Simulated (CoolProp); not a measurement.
Saturated liquid density (kg/m³) of acetone: the reference equation beside estimates from Tc = 235.0 °C, pc = 4.692 MPa, ω = 0.307. Rackett uses Z = 0.29056 − 0.08775 ω.

Values from CoolProp's reference Helmholtz-energy equation of state, Lemmon 2006. It is a short technical equation, of lower accuracy than the large ones.

| T (°C) | reference | Rackett | van der Waals | Redlich-Kwong | Soave-Redlich-Kwong | Peng-Robinson |
|---|---|---|---|---|---|---|
| 97.25 | 697.5 | 612.9 | 358.6 | 516.8 | 544.2 | 616.6 |
| 109.25 | 681.2 | 598.6 | 350.4 | 502.1 | 529.9 | 600.8 |
| 121.35 | 664.0 | 583.6 | 341.7 | 486.3 | 514.5 | 583.6 |
| 133.35 | 646.1 | 567.9 | 332.5 | 469.8 | 497.9 | 565.1 |
| 145.35 | 627.0 | 551.2 | 322.7 | 452.1 | 480.0 | 544.8 |
| 157.35 | 606.5 | 533.5 | 312.1 | 433.2 | 460.4 | 522.6 |
| 169.45 | 584.2 | 514.2 | 300.6 | 412.5 | 438.7 | 497.7 |
| 181.45 | 559.8 | 493.2 | 288.1 | 390.0 | 414.7 | 470.0 |

Absolute difference from the reference over all 8 rows, mean and median: Rackett 12.1 and 12.1 %, van der Waals 48.5 and 48.5 %, Redlich-Kwong 27.8 and 27.6 %, Soave-Redlich-Kwong 23.5 and 23.2 %, Peng-Robinson 13.2 and 12.8 %.
